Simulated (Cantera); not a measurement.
A closed system holds: 1 mol Al(CH3)3, 6.1 mol H2O, 35 mol N2, at 1798.15 K and 0.420 bar.

Cantera equilibrium calculation (NASA polynomials, part measured and part estimated; ideal gas, pure solids and liquids). Candidate condensed phases: Al, AlN, Al2O3, C, C6H6, C7H8, C8H18, H2O; 148 gas species. The feed counts by its element totals alone. Gases not in the tables: Al(OH)3. Kinetics and transport are ignored.

Base state: N2 0.720, H2 0.188, CO 0.0592, H2O 0.0304, CO2 0.00252, H 0.000236 (mole fractions); condensed: Al2O3(s).

Q: What changes in the equilibrium state with this change: temperature from 1798.15 K to 1248 K?

A: 
```tsv
species	before	after
N2	0.720	0.720
H2	0.188	0.190
CO	0.0592	0.0565
CO2	0.00252	0.00527
H2O	0.0304	0.0277
H	0.000236	3.14e-7
Al2O3(s), mol	0.500	0.500
```
